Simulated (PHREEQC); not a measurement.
Solution (25 °C and 300 atm): 0.0012 mol HF and 0.3 mol KCl per kg of water. Closed to the air; pH follows from the charge balance.

Equilibrium calculation in PHREEQC: ion-association model, phreeqc.dat.

No solid was allowed to form.

**Question.** Estimate the pH, density.

**Answer.** pH 3.20; density 1.024 g/cm³.

**Question.** In which forms is F present?

**Answer.** F- 66 %, HF 33 % of the F.

Under pressure, the constants of complexes without a molar volume in the database are unreliable.
